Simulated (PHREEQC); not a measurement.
Dissolve 0.48 mol HCl and 0.0006 mol NiCl2 per kg of water at 20 °C. Closed to the air; pH follows from the charge balance.

Equilibrium calculation in PHREEQC: ion-association model, wateq4f.dat.

The ionic strength comes out as 0.481 mol/kgw. What activity coefficients do H+, Ni+2, NiCl+, Cl- get?

H+ 0.77, Ni+2 0.29, NiCl+ 0.73, Cl- 0.65.

This is a speciation only: nothing precipitates in the calculation.
